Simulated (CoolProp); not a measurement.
Values from CoolProp's reference Helmholtz-energy equation of state, Lemmon 2003. It is a pseudo-pure fit of the blend.

Question: For R507A, give the phase and the viscosity (µPa s), conductivity (mW/(m K)) at -29.35 °C and 5720 kPa; 135.75 °C and 21.9 kPa.

Answer: 
- -29.35 °C and 5720 kPa: liquid; viscosity 302, conductivity 89.1
- 135.75 °C and 21.9 kPa: gas; viscosity 16.6, conductivity 21.6

Viscosity comes from a separate model (Geller 2000). Thermal conductivity comes from a separate model (Geller 2001).
